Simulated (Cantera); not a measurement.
An adiabatic, constant-volume homogeneous reactor starts with C3H8 : O2 : N2 : H2O = 1 : 2.78 : 14.2 : 0.038 (molar parts), at 1225 K and 360000 Pa.

Model: GRI-Mech 3.0 (53 species, 325 reactions), integrated in Cantera. GRI-Mech 3.0 was tuned for natural gas; its chemistry of propane as a main component is partial and can be far from experiment.

One state of this run: T (K) = 1245; P (bar) = 3.71; x C3H8 = 0.0419; x O2 = 0.146; x NO = <1e-12; x C2H2 = 2.03e-5; x H2 = 0.00306; x CH3 = 0.000104; x NO2 = <1e-12. x: mole fraction; the columns are a selection and need not sum to one.

**Question.** Which value of t (s) does it belong to?
A. 0.00420
B. 8.80e-5
C. 8.66e-6
D. 0.00194

**Answer.** D, 0.00194
